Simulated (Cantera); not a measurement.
A closed system holds: 1 mol SiCl4, 0.54 mol HCl, 12 mol H2, 0.011 mol C2H4, at 1600 Pa.

Cantera equilibrium calculation (NASA polynomials, part measured and part estimated; ideal gas, pure solids and liquids). Candidate condensed phases: C, C6H6, C7H8, C8H18, Si, SiC; 109 gas species. The tables' values for SiCl, SiCl3 are old estimates; treat these amounts as uncertain. Gases not in the tables: Si2H6 and higher silanes. The numbers say what is thermodynamically allowed, not how fast it happens. All values below are at 2198 K.

Base state: H2 0.699, HCl 0.192, SiCl2 0.0486, H 0.0368, Si 0.0108, Cl 0.00734, SiCl 0.00391, Si2C 0.000631 (mole fractions); condensed: SiC(s).

Question: What changes in the equilibrium state with this change: SiCl4 replaced by CH3SiCl3?

Answer: 
```json
[
 {"species": "H2", "before": "0.699", "after": "0.746"},
 {"species": "HCl", "before": "0.192", "after": "0.193"},
 {"species": "H", "before": "0.0368", "after": "0.0380"},
 {"species": "SiCl2", "before": "0.0486", "after": "0.0103"},
 {"species": "Si", "before": "0.0108", "after": "0.00241"},
 {"species": "C2H2 (acetylene)", "before": "8.78e-5", "after": "0.00189"},
 {"species": "Si2", "before": "8.28e-5", "after": "4.10e-6"},
 {"species": "SiC(s), mol", "before": "0.00824", "after": "0.772"},
 {"species": "C(graphite), mol", "before": "0", "after": "0.179"}
]
```
The feed counts by its element totals alone.
